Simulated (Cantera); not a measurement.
Fe + Cl2 + O2 (chemical vapour transport)

Input: 1 mol Fe, 1.5 mol Cl2, 0.013 mol O2, at 1500 K and 443 Torr.

Method: chemical equilibrium by Gibbs-energy minimisation in Cantera with the NASA 1993 tables (ideal gas, pure condensed phases). Candidate condensed phases: Fe, FeCl2, FeCl3, FeO, Fe2O3, Fe3O4; 13 gas species. Rates play no part.

The x(FeCl3) comes out as 0.405, the x(FeCl2) comes out as 0.374 and the x(Cl2) comes out as 0.174. The x(Cl) is 0.0318. The x(O2) is 0.0102. The x(Fe2Cl4) is 0.00325 and the x(Fe2Cl6) is 0.000941. The x(ClO) comes out as 6.06e-5, the gas amount is 1.269 mol and the log10 activity of FeCl2(l) (absent) is -1.28. The log10 activity of Fe(γ) (absent) is -6.77.
